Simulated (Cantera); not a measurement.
A closed system holds: 1 mol BN, 34 mol HCl, 15 mol H₂, held at 31.0 Pa.

These are equilibrium values from Cantera (NASA tables, ideal gas, pure condensed phases), not measurements of a reactor. Candidate condensed phases: B, BN, NH₄Cl; 21 gas species. Gases not in the tables: BHCl₂. Kinetics and transport are ignored.

Task: At 998 K, list the 4 most abundant gas species with their mole fractions, and the condensed phases.

Result: HCl 0.693, H₂ 0.306, BCl₃ 0.000234, N₂ 0.000117. Condensed: BN(s).
